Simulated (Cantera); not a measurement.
A perfectly stirred reactor is fed with 2.79 % CH₄, 96.2 % H₂, 0.962 % N₂, at 22.5 Torr; it is held at 2575 K, and followed from long to short residence time.

Model: GRI-Mech 3.0 (53 species, 325 reactions), integrated in Cantera. GRI-Mech 3.0 stops at C3 and has no aromatics, soot or wall deposition, so with more carbon than oxygen in the feed, carbon stays in small species such as C2H2 where larger ones or solid carbon would form. Radical loss at walls, strong at low pressure, is not modelled.

x: mole fraction; the columns are a selection and need not sum to one.

```json
[
 {"τ (s)": "0.73", "x CH₄": "1.00e-5", "x H₂": "0.817", "x C₂H₂": "0.0118", "x H": "0.162", "x CH₃": "3.47e-5"},
 {"τ (s)": "0.20", "x CH₄": "3.63e-5", "x H₂": "0.852", "x C₂H₂": "0.0123", "x H": "0.126", "x CH₃": "9.36e-5"},
 {"τ (s)": "0.057", "x CH₄": "…", "x H₂": "0.900", "x C₂H₂": "0.0126", "x H": "…", "x CH₃": "…"},
 {"τ (s)": "0.016", "x CH₄": "0.000916", "x H₂": "0.926", "x C₂H₂": "0.0122", "x H": "0.0503", "x CH₃": "0.000875"},
 {"τ (s)": "0.0045", "x CH₄": "0.00300", "x H₂": "0.939", "x C₂H₂": "0.0107", "x H": "0.0360", "x CH₃": "0.00203"},
 {"τ (s)": "0.0012", "x CH₄": "…", "x H₂": "0.945", "x C₂H₂": "…", "x H": "…", "x CH₃": "…"},
 {"τ (s)": "0.00035", "x CH₄": "0.0167", "x H₂": "0.949", "x C₂H₂": "0.00249", "x H": "0.0172", "x CH₃": "0.00535"}
]
```

Some entries are withheld; supply them.


- 0.057, x CH₄: 0.000205
- 0.057, x H: 0.0780
- 0.057, x CH₃: 0.000312
- 0.0012, x CH₄: 0.00829
- 0.0012, x C₂H₂: 0.00719
- 0.0012, x H: 0.0261
- 0.0012, x CH₃: 0.00403
